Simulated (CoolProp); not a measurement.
R152A at 293.15 K and 0.263 MPa flows at 23 m/s in a round tube of 12.7 mm bore and 1.5 µm roughness, fully developed (64/Re and Nu = 3.66 if laminar; Colebrook and Gnielinski if turbulent). Each further row changes one setting.

The numbers come from the reference Helmholtz-energy equation of state, Outcalt 1996 in CoolProp. It is a modified Benedict-Webb-Rubin equation, recast in Helmholtz form.

| case | Reynolds number | Darcy friction factor | pressure drop (Pa/m) | heat-transfer coefficient (W/(m² K)) | mass flow (kg/h) |
|---|---|---|---|---|---|
| as stated | ? | 0.0165 | 2610 | ? | 79.6 |
| velocity 46 m/s | 405000 | 0.0150 | 9480 | 755 | ? |
| diameter 25.4 mm | 405000 | ? | ? | 362 | 319 |

Q: Fill in the missing entries.

A: 
- as stated, Reynolds number: 202000
- as stated, heat-transfer coefficient (W/(m² K)): 416
- velocity 46 m/s, mass flow (kg/h): 159
- diameter 25.4 mm, Darcy friction factor: 0.0144
- diameter 25.4 mm, pressure drop (Pa/m): 1140

Viscosity comes from a separate model (Bell 2016), an estimate that may be off by 10 % or more. Thermal conductivity comes from a separate model (Krauss 1996).
